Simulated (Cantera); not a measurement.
Input: 1 mol C2H6, 7.4 mol H2, at 0.180 bar.

Method: chemical equilibrium by Gibbs-energy minimisation in Cantera with the NASA 1993 tables (ideal gas, pure condensed phases). Candidate condensed phases: C, C6H6, C7H8, C8H18; 76 gas species. Kinetics and transport are ignored. All values below are at 2275 K.

Base state: H2 0.976, H 0.0198, C2H2 (acetylene) 0.00372, CH4 3.86e-5, CH3 1.48e-5 (mole fractions); condensed: C(graphite).

**Question.** What changes in the equilibrium state with this change: 1.6 mol HCl added?

**Answer.** 
| species | before | after |
|---|---|---|
| H2 | 0.976 | 0.846 |
| HCl | 0 | 0.130 |
| H | 0.0198 | 0.0184 |
| Cl | 0 | 0.00204 |
| CH4 | 3.86e-5 | 2.90e-5 |
| CH3 | 1.48e-5 | 1.19e-5 |
| C2H2 (acetylene) | 0.00372 | 0.00322 |
| C(graphite), mol | 1.92 | 1.92 |
